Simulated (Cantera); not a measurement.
A freely propagating, adiabatic, planar premixed flame of CH4 : O2 : N2 = 1 : 2.06 : 7.75 (molar parts), equivalence ratio 0.97, unburnt at 698 K and 0.553 atm; multicomponent transport, grid criteria slope 0.08 and curve 0.16, no radiation.

Model: GRI-Mech 3.0 (53 species, 325 reactions), integrated in Cantera. Burning velocities carry a grid error of a few per cent, more on coarse grids.

x: mole fraction of selected species; z is measured from the peak of heat release.

```
z (mm)  T (K)  u (m/s)     x CH4    x O2       x O    x C2H2      x H2     x H2O
------  -----  -------  --------  ------  --------  --------  --------  --------
-1.54     698     2.01    0.0924   0.190     <1e-8     <1e-8  0.000816   2.03e-5
-1.02     699     2.02    0.0922   0.190     <1e-8   1.10e-8   0.00247  0.000189
-0.768    703     2.03    0.0917   0.189   5.29e-8   8.17e-8   0.00472  0.000855
-0.512    737     2.14    0.0891   0.186   9.10e-7   1.08e-6   0.00960   0.00537
-0.256   1034     3.05    0.0683   0.162   3.16e-5   2.20e-5    0.0193    0.0381
-0.128   1408     4.21    0.0391   0.124  0.000220   8.06e-5    0.0247    0.0790
0        1786     5.40    0.0103  0.0763   0.00131  0.000155    0.0255     0.122
0.128    1952     5.92  0.000977  0.0462   0.00414   3.65e-5    0.0203     0.145
0.256    1991     6.02   4.87e-5  0.0346   0.00616   1.61e-6    0.0167     0.150
0.512    2026     6.09       [?]     [?]       [?]     <1e-8    0.0159     0.150
1.02     2072     6.20     <1e-8  0.0259   0.00627     <1e-8    0.0157     0.150
2.05     2133     6.36     <1e-8  0.0239   0.00521     <1e-8    0.0144     0.154
4.09     2209     6.55     <1e-8     [?]       [?]     <1e-8       [?]     0.159
```

### Question
What belongs in the gaps?

### Answer

- 0.512, x CH4: 1.60e-7
- 0.512, x O2: 0.0287
- 0.512, x O: 0.00678
- 4.09, x O2: 0.0214
- 4.09, x O: 0.00388
- 4.09, x H2: 0.0123
